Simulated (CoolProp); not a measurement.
Saturated liquid density (kg/m³) of nitrous oxide: the reference equation beside estimates from Tc = 309.5 K, pc = 7.245 MPa, ω = 0.161.

Model: reference Helmholtz-energy equation of state, Lemmon 2006, in CoolProp. It is a short technical equation, of lower accuracy than the large ones.

| T (K) | reference | Redlich-Kwong | Soave-Redlich-Kwong |
|---|---|---|---|
| 226.3 | 1099 | 990.1 | 1014 |
| 231.4 | 1081 | 970.4 | 995.4 |
| 236.4 | 1063 | 950.4 | 975.9 |
| 241.4 | 1044 | 929.5 | 955.4 |
| 246.4 | 1025 | 907.8 | 934.0 |
| 251.5 | 1005 | 884.6 | 910.9 |
| 256.5 | 984.1 | 860.8 | 887.1 |
| 261.5 | 962.3 | 835.8 | 861.9 |
| 266.5 | 939.5 | 809.5 | 835.2 |
| 271.5 | 915.4 | 781.5 | 806.6 |
| 276.6 | 889.1 | 751.1 | 775.3 |
| 281.6 | 861.3 | 719.0 | 742.0 |
| 286.6 | 830.8 | 684.1 | 705.5 |
| 291.6 | 796.7 | 645.4 | 664.8 |

Absolute difference from the reference over all 14 rows, mean and median: Redlich-Kwong 13.4 and 12.8 %, Soave-Redlich-Kwong 10.9 and 10.1 %.
